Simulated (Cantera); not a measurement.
Mixture: 14.4 % CH4, 18.0 % O2, 67.6 % N2, at 16500 Torr, adiabatic and at constant volume. Ignition delay is the time to a rise of 400 K.

Computed with Cantera and GRI-Mech 3.0 (53 species, 325 reactions). The pressure lies above the range GRI-Mech 3.0 was tuned for (to about 10 atm).

Question: Predict: delay at 1250 K; delay at 1350 K; delay at 1450 K; delay at 1550 K; delay at 1650 K; apparent activation energy between 1550 and 1650 K.

Answer: 
| Item | Value |
|---|---|
| delay at 1250 K | 1.28 ms |
| delay at 1350 K | 0.437 ms |
| delay at 1450 K | 0.163 ms |
| delay at 1550 K | 65.0 µs |
| delay at 1650 K | 27.5 µs |
| apparent activation energy between 1550 and 1650 K | 180 kJ/mol |
